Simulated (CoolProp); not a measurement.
Model: reference Helmholtz-energy equation of state, Thol 2016, in CoolProp.

Task: Give the vapour pressure (kPa), liquid density (kg/m³), enthalpy of vaporisation (kJ/kg), liquid cp (kJ/(kg K)) of saturated hexamethyldisiloxane (MM) at 143.55, 172.25, 186.55 °C.

Result: 
```json
[
 {"T (°C)": "143.55", "p (kPa)": "304", "liquid density (kg/m³)": "619", "enthalpy of vaporisation (kJ/kg)": "168", "liquid cp (kJ/(kg K))": "2.26"},
 {"T (°C)": "172.25", "p (kPa)": "554", "liquid density (kg/m³)": "575", "enthalpy of vaporisation (kJ/kg)": "147", "liquid cp (kJ/(kg K))": "2.38"},
 {"T (°C)": "186.55", "p (kPa)": "725", "liquid density (kg/m³)": "550", "enthalpy of vaporisation (kJ/kg)": "135", "liquid cp (kJ/(kg K))": "2.46"}
]
```
